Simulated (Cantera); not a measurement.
Input: 1 mol TiO2, 14 mol CO, 0.69 mol N2, held at 12.0 Torr.

Cantera equilibrium calculation (NASA polynomials, part measured and part estimated; ideal gas, pure solids and liquids). Candidate condensed phases: C, Ti, TiC, TiN, TiO, TiO2, Ti2O3, Ti3O5, Ti4O7; 27 gas species. Mutual solubility and eutectic melting of coexisting phases are not modelled. Condensed phases not in the tables: Magnéli phases beyond Ti4O7. Equilibrium is a limit: real reactors are often held back by kinetics, nucleation or transport.

Over these rows the condensed part is TiO2(rutile) + Ti4O7(s). Partial pressures as log10 of bar:

```
T (K)  1000/T (1/K)  log p CO2  log p CO  log p N2
-----  ------------  ---------  --------  --------
1175         0.8511      -5.02     -1.82     -3.12
1275         0.7843      -4.67     -1.82     -3.12
1375         0.7273          ?     -1.82     -3.12
1475         0.6780      -4.09     -1.82     -3.12
1575         0.6349      -3.85     -1.82     -3.12
1675         0.5970      -3.63     -1.82     -3.12
```

### Question
Fit log p(CO2) = a + b·(1000/T) to the five rows, give the apparent enthalpy, and predict the row at 1375 K.

### Answer
Means: 1000/T = 0.7091, log p = -4.252. Sxy = -0.245082, Sxx = 0.0448583, so b = -5.46 and a = -4.252 − (-5.46)×0.7091 = -0.38.
Apparent enthalpy: −19.145 × (-5.46) = 105 kJ/mol. With the condensed phases at unit activity, 4 TiO2(rutile) + CO(g) = CO2(g) + Ti4O7(s) links this pressure to the main gases: over the six rows their terms move log p by +0.00 in all, so the slope is close to that reaction's ΔH°. The five rows lie within 0.01 of the line.
Prediction at 1375 K: -0.38 + (-5.46)×0.7273 = -4.35. The computed value is -4.36, 0.01 from the line.
